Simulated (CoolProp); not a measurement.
Saturation properties of hydrogen chloride (Tc = 324.7 K, pc = 83.14 bar, ω = 0.130).

Computed with CoolProp (reference Helmholtz-energy equation of state, Thol 2018).

```
T (K)  p (bar)  liquid density (kg/m³)  vapour density (kg/m³)  enthalpy of vaporisation (kJ/kg)  liquid cp (kJ/(kg K))
-----  -------  ----------------------  ----------------------  --------------------------------  ---------------------
186.8   0.9367                    1188                   2.262                             445.2                  1.659
189.6    1.098                    1181                   2.621                             442.2                  1.660
192.4    1.281                    1174                   3.023                             439.2                  1.662
195.2    1.486                    1167                   3.472                             436.1                  1.664
198      1.717                    1160                   3.970                             432.9                  1.667
200.9    1.984                    1153                   4.543                             429.6                  1.670
203.7    2.272                    1146                   5.155                             426.3                  1.674
206.5    2.592                    1138                   5.829                             422.9                  1.678
209.3    2.945                    1131                   6.569                             419.5                  1.682
212.1    3.334                    1123                   7.379                             416.0                  1.687
214.9    3.762                    1116                   8.265                             412.4                  1.693
217.7    4.230                    1108                   9.230                             408.8                  1.699
```

It boils at 188.2 K under 1 atm.
